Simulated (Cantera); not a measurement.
## Low-pressure radical oxidation in H2/O2

A perfectly stirred reactor is fed with 8.34 % H2, 91.7 % O2, at 0.0190 bar; it is held at 1125 K, and followed from long to short residence time.

Computed with Cantera and the H2/O2 subset of GRI-Mech 3.0, which has no nitrogen chemistry. Radical loss at walls, strong at low pressure, is not modelled. The temperature is held fixed by assumption; the heat of reaction is taken as removed at once.

| τ (s) | x H2 | x O2 | x OH | x O | x HO2 | x H |
|---|---|---|---|---|---|---|
| 0.55 | 0.000401 | 0.910 | 0.00101 | 0.00229 | 4.11e-6 | 0.000257 |
| 0.25 | 0.000638 | 0.909 | 0.00132 | 0.00374 | 5.17e-6 | 0.000551 |
| 0.11 | 0.00103 | 0.906 | 0.00175 | 0.00612 | 6.31e-6 | 0.00120 |
| 0.050 | 0.00162 | 0.902 | 0.00228 | 0.00953 | 7.36e-6 | 0.00244 |
| 0.023 | 0.00254 | 0.896 | 0.00292 | 0.0141 | 8.23e-6 | 0.00468 |
| 0.010 | 0.00413 | 0.889 | 0.00373 | 0.0198 | 8.89e-6 | 0.00852 |
| 0.0046 | 0.00660 | 0.882 | 0.00458 | 0.0244 | 9.20e-6 | 0.0131 |
| 0.0021 | 0.0109 | 0.878 | 0.00544 | 0.0263 | 9.22e-6 | 0.0173 |
| 0.00093 | 0.0190 | 0.879 | 0.00618 | 0.0244 | 8.92e-6 | 0.0192 |
x: mole fraction; the columns are a selection and need not sum to one.
